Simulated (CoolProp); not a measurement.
Aqueous lithium chloride as a coolant, at 7 °C, 1 atm.

Computed with CoolProp (Melinder's fits for secondary coolants).

```tsv
mass %	freezing point (°C)	conductivity (W/(m K))	Prandtl number	viscosity (mPa s)	cp (kJ/(kg K))
2.2	-1.8	0.569	?	1.53	4.071
4.4	?	0.565	?	1.63	3.946
6.7	-7.3	?	11.9	1.75	?
9	-10.6	0.556	12.6	1.89	3.698
11.3	-14.6	0.551	13.3	2.05	3.579
13.6	-19.9	?	14.2	2.24	3.463
15.9	-26.9	0.542	15.2	2.45	3.353
18.2	-35.8	0.538	16.3	2.69	3.251
20.4	-45.8	0.534	17.6	2.96	?
22.7	-56.9	0.529	19.3	3.29	3.094
```

Task: What belongs in the gaps?

Result: 
- 2.2, Prandtl number: 10.9
- 4.4, freezing point (°C): -4.3
- 4.4, Prandtl number: 11.4
- 6.7, conductivity (W/(m K)): 0.560
- 6.7, cp (kJ/(kg K)): 3.820
- 13.6, conductivity (W/(m K)): 0.547
- 20.4, cp (kJ/(kg K)): 3.165
